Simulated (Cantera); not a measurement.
Mixture: CH4 : O2 : N2 = 1 : 1.11 : 4.18 (molar parts), equivalence ratio 1.8, at 1000000 Pa, adiabatic and at constant pressure. Ignition delay is the time to a rise of 400 K.

Computed with Cantera and GRI-Mech 3.0 (53 species, 325 reactions).

Q: What does this change do: pressure from 1000000 Pa to 3300000 Pa?

A: 
| quantity | before | after |
|---|---|---|
| delay at 1123 K | 17.5 ms | 4.22 ms |
| delay at 1323 K | 1.54 ms | 0.420 ms |
| delay at 1523 K | 0.197 ms | 64.9 µs |
| delay at 1723 K | 33.2 µs | 12.6 µs |
| delay at 1923 K | 8.05 µs | 3.12 µs |
| apparent activation energy between 1723 and 1923 K | 200 kJ/mol | 190 kJ/mol |
The pressure lies above the range GRI-Mech 3.0 was tuned for (to about 10 atm).
